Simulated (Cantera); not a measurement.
# Fluorocarbon and chlorocarbon gases: CH3Cl + H2

A closed system holds: 1 mol CH3Cl, 0.52 mol H2, equilibrated at 2973 K and 21.0 Pa.

These are equilibrium values from Cantera (NASA tables, ideal gas, pure condensed phases), not measurements of a reactor. Candidate condensed phases: C, C6H6, C7H8, C8H18; 91 gas species. Kinetics and transport are ignored.

The x(H) is 0.713, the x(Cl) is 0.178 and the x(C) is 0.0576. The x(C3) is 0.0329 and the x(C2) comes out as 0.0107. The x(H2) is 0.00506, the x(HCl) is 0.00185 and the x(C2H) is 0.000649. The x(C5) comes out as 5.31e-5 and the gas amount comes out as 5.566 mol. The log10 activity of C(graphite) (absent) is -0.51.
